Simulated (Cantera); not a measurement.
A closed system holds: 1 mol B2H6, 0.4 mol O2, 4.2 mol N2, held at 0.000190 bar.

These are equilibrium values from Cantera (NASA tables, ideal gas, pure condensed phases), not measurements of a reactor. Candidate condensed phases: B, BN, B2O3, B3O3H3, H2O; 39 gas species. The feed counts by its element totals alone. N2 is the only nitrogen source here; it is nearly inert below about 1500 K, so the nitride shown seldom forms there in practice. Rates play no part.

Over these rows the condensed part is BN(s). Partial pressures as log10 of bar:

| T (K) | 1000/T (1/K) | log p HBO2 | log p N2 | log p H2 | log p HBO | log p B2O2 |
|---|---|---|---|---|---|---|
| 1475 | 0.6780 | -5.77 | -4.01 | -4.09 | -5.52 | -6.04 |
| 1550 | 0.6452 | -6.02 | -4.01 | -4.10 | -5.29 | -5.67 |
| 1625 | 0.6154 | ? | -4.01 | -4.11 | -5.15 | -5.45 |
| 1700 | 0.5882 | -6.81 | -4.01 | -4.12 | -5.08 | -5.38 |
| 1775 | 0.5634 | -7.34 | -4.02 | -4.13 | -5.08 | -5.43 |
| 1850 | 0.5405 | -7.91 | -4.02 | -4.14 | -5.13 | -5.57 |

**Question.** Fit log p(HBO2) = a + b·(1000/T) to the five rows, give the apparent enthalpy, and predict the row at 1625 K.

**Answer.** Means: 1000/T = 0.6031, log p = -6.770. Sxy = 0.201064, Sxx = 0.0130993, so b = 15.35 and a = -6.770 − (15.35)×0.6031 = -16.03.
Apparent enthalpy: −19.145 × (15.35) = -294 kJ/mol. With the condensed phases at unit activity, 1/2 N2(g) + 2 HBO(g) = HBO2(g) + BN(s) + 1/2 H2(g) links this pressure to the main gases: over the six rows their terms move log p by +0.80 in all, so the slope isn't that reaction's ΔH° alone. The five rows lie within 0.19 of the line; that is curvature, so one enthalpy describes this range poorly.
Prediction at 1625 K: -16.03 + (15.35)×0.6154 = -6.58. The computed value is -6.36, 0.22 from the line.
